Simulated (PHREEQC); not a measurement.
Dissolve 0.055 mol/kgw FeSO4, 1.5e-05 mol/kgw H3AsO4, 0.095 mol/kgw HCl and 0.047 mol/kgw NaCl at 25 °C. Closed to the air; pH follows from the charge balance.

Model: ion-association model, wateq4f.dat, run in PHREEQC.

| Item | Value |
|---|---|
| pH | 1.30 |
| ionic strength | 0.253 mol/kgw |
| activity of water | 0.994 |
| total alkalinity | -95.0 meq/kg |

| species | molality | activity | log γ |
|---|---|---|---|
| Cl- | 0.140 | 0.0969 | -0.159 |
| H+ | 0.0639 | 0.0504 | -0.103 |
| Na+ | 0.0461 | 0.0337 | -0.135 |
| Fe+2 | 0.0406 | 0.0124 | -0.515 |
| HSO4- | 0.0272 | 0.0194 | -0.147 |
| SO4-2 | 0.0148 | 0.00396 | -0.572 |
| FeSO4 | 0.00822 | 0.00872 | 0.025 |
| FeHSO4+ | 0.00391 | 0.00289 | -0.132 |
| FeCl+ | 0.00229 | 0.00166 | -0.140 |
| NaSO4- | 0.000914 | 0.000669 | -0.136 |
| H3AsO4 | 1.31e-5 | 1.39e-5 | 0.025 |
| H2AsO4- | 1.88e-6 | 1.38e-6 | -0.132 |

This is a speciation only: nothing precipitates in the calculation.
